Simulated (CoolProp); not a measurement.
R22 along the isobar 3070 kPa: density (kg/m³) from the reference equation and from simpler models built on Tc = 369.3 K, pc = 4990 kPa, ω = 0.221; each cubic takes its own stable root.

Values from CoolProp's reference Helmholtz-energy equation of state, Kamei 1995.

```tsv
T (K)	phase	reference	van der Waals	Redlich-Kwong	Peng-Robinson
161.1	liquid	1606	959.0	1423	1614
177.3	liquid	1564	938.7	1389	1583
193.5	liquid	1522	917.4	1353	1549
209.7	liquid	1479	894.8	1315	1512
225.9	liquid	1434	870.8	1273	1471
242.1	liquid	1388	844.9	1227	1425
258.3	liquid	1339	816.8	1178	1374
274.5	liquid	1287	785.7	1124	1316
290.7	liquid	1231	750.6	1063	1250
306.9	liquid	1168	709.1	992.6	1172
```
